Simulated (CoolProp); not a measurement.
A single-stage vapour-compression cycle with isobutane: evaporating at 319.15 K (dew point), condensing at 369.15 K (bubble point), superheat 2 K, subcooling 8 K, compressor efficiency 0.65, no pressure losses. Each further row changes one setting.

Model: reference Helmholtz-energy equation of state, Bücker 2006, in CoolProp.

```csv
case,cooling COP,pressure ratio,discharge temperature (K),refrigerating effect (kJ/kg),volumetric capacity (kJ/m³)
as stated,?,2.97,372.3,192,3020
evaporating temperature 324.15 K,3.57,2.63,372.1,?,?
condensing temperature 364.15 K,?,2.70,?,206,3250
subcooling 13 K,3.29,2.97,372.3,207,3250
superheat 12 K,3.16,2.97,381.4,?,?
compressor efficiency 0.55,2.58,2.97,?,192,3020
```

Q: Some entries are withheld; supply them.

A: 
- as stated, cooling COP: 3.05
- evaporating temperature 324.15 K, refrigerating effect (kJ/kg): 198
- evaporating temperature 324.15 K, volumetric capacity (kJ/m³): 3530
- condensing temperature 364.15 K, cooling COP: 3.58
- condensing temperature 364.15 K, discharge temperature (K): 367.4
- superheat 12 K, refrigerating effect (kJ/kg): 211
- superheat 12 K, volumetric capacity (kJ/m³): 3170
- compressor efficiency 0.55, discharge temperature (K): 376.6
